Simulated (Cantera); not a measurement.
Input: 1 mol MgO, 2.2 mol O2, 0.32 mol SO2, at 1275 °C and 7280 Torr.

Cantera equilibrium calculation (NASA polynomials, part measured and part estimated; ideal gas, pure solids and liquids). Candidate condensed phases: Mg, MgO, MgS, MgSO4, S; 14 gas species. Kinetics and transport are ignored.

Base state: O2 0.872, SO2 0.118, SO3 0.0101 (mole fractions); condensed: MgO(s).

### Question
What changes in the equilibrium state with this change: temperature from 1275 °C to 1125 °C?

### Answer
```json
[
 {"species": "O2", "before": "0.872", "after": "0.965"},
 {"species": "SO2", "before": "0.118", "after": "0.0296"},
 {"species": "SO3", "before": "0.0101", "after": "0.00591"},
 {"species": "MgO(s), mol", "before": "1.00", "after": "0.756"},
 {"species": "MgSO4(s), mol", "before": "0", "after": "0.244"}
]
```
Mutual solubility and eutectic melting of coexisting phases are not modelled.

### Question
What changes in the equilibrium state with this change: pressure from 7280 Torr to 1880 Torr?

### Answer
| species | before | after |
|---|---|---|
| O2 | 0.872 | 0.873 |
| SO2 | 0.118 | 0.122 |
| SO3 | 0.0101 | 0.00531 |
| MgO(s), mol | 1.00 | 1.00 |

### Question
What changes in the equilibrium state with this change: MgO replaced by MgCO3?

### Answer
```json
[
 {"species": "O2", "before": "0.872", "after": "0.624"},
 {"species": "CO2", "before": "0", "after": "0.285"},
 {"species": "SO2", "before": "0.118", "after": "0.0850"},
 {"species": "SO3", "before": "0.0101", "after": "0.00616"},
 {"species": "MgO(s), mol", "before": "1.00", "after": "1.00"}
]
```
Further candidate phases: C, MgCO3.
